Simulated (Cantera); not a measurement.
Standard-state values (1 bar) from the NASA 1993 polynomials, evaluated with Cantera. Values are per mole of reaction as written; species without (g) are pure solids or liquids, kept so even where they would boil at 1 bar.

Task: Between 1425 and 1875 K, where is each reaction favourable under standard conditions?
- 2 O₃(g) + 3 V → 3 VO₂(g)

Result: 
- 2 O₃(g) + 3 V → 3 VO₂(g): ΔG° is -1281 kJ at 1425 K and -1361 kJ at 1875 K; it stays negative (K > 1). ΔH° is -1045 kJ and ΔS° 169 J/K at 1875 K.
